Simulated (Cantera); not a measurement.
Input: 1 mol Si3N4, 1.2 mol N2O, 72 mol H2, 0.16 mol CO2, at 1 atm.

Equilibrium computed with Cantera from the NASA thermochemical tables; the gas is ideal and each condensed phase is pure. Candidate condensed phases: C, C6H6, C7H8, C8H18, H2O, Si, SiC, SiO2, Si2N2O, Si3N4; 151 gas species. Mutual solubility and eutectic melting of coexisting phases are not modelled. The tables' values for SiN are old estimates; treat these amounts as uncertain. Gases not in the tables: Si2H6 and higher silanes. Kinetics and transport are ignored.

x: gas mole fraction; n: condensed amount in mol.

```tsv
T (°C)	x H2	x N2	x SiO	x H	x CO	x Si	n SiC(s)	n Si2N2O(s)	n Si(l)
1600	0.973	0.0245	0.00144	0.000632	0.000408	6.58e-6	0.123	1.38	0
1650	0.966	0.0275	0.00408	0.000920	0.000877	1.67e-5	0.0874	1.15	0.300
1700	0.948	0.0362	0.0121	0.00131	0.00202	3.11e-5	0	0.448	1.17
1750	0.936	0.0416	0.0178	0.00183	0.00201	5.62e-5	0	0	1.62
1800	0.936	0.0416	0.0178	[?]	0.00200	[?]	0	0	1.61
1850	0.935	0.0416	0.0178	0.00345	0.00199	0.000168	0	0	1.60
1900	0.933	0.0415	0.0178	[?]	0.00198	[?]	0	0	1.58
1950	0.932	0.0415	0.0178	0.00614	0.00197	0.000454	0	0	1.55
```

Task: Fill in the missing entries.

Result: 
- 1900, x H: 0.00463
- 1900, x Si: 0.000279
- 1800, x H: 0.00253
- 1800, x Si: 9.84e-5
